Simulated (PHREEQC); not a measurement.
# Brine: an equilibrium model

Consider water at 25 °C with 3.2 mol/kgw H2SO4 and 1.5 mol/kgw Na2SO4. Closed to the air; pH follows from the charge balance.

Equilibrium calculation in PHREEQC: Pitzer model, pitzer.dat.

Each row changes one thing in this solution. No solid was allowed to form.

```csv
case,pH,ionic strength (mol/kgw),HSO4- (mol/kgw),SO4-2 (mol/kgw),SI of Thenardite (Na2SO4),SI of Mirabilite (Na2SO4:10H2O)
as made,-1.13,6.07,4.01,0.685,-1.22,-1.27
Na2SO4 from 1.5 to 0.15 mol/kgw,-1.21,4.77,2.64,0.710,-3.04,-2.90
temperature from 25 to 70 °C,-0.98,5.21,4.45,0.253,-1.61,-3.14
Na2SO4 from 1.5 to 0.75 mol/kgw,-1.19,5.30,3.28,0.673,-1.75,-1.70
Na2SO4 replaced by NaHSO4 at the same molality,-1.53,6.06,4.02,0.680,-1.75,-1.98
Na2SO4 from 1.5 to 1.35 mol/kgw,-1.15,5.90,3.87,0.676,-1.31,-1.34
H2SO4 from 3.2 to 0.64 mol/kgw,0.62,4.44,0.991,1.15,-0.94,-0.32
```

In brines, pH and single-ion activities rest on the MacInnes convention. At this temperature some constants are extrapolated from 25 °C, and those without enthalpy data are left unchanged.
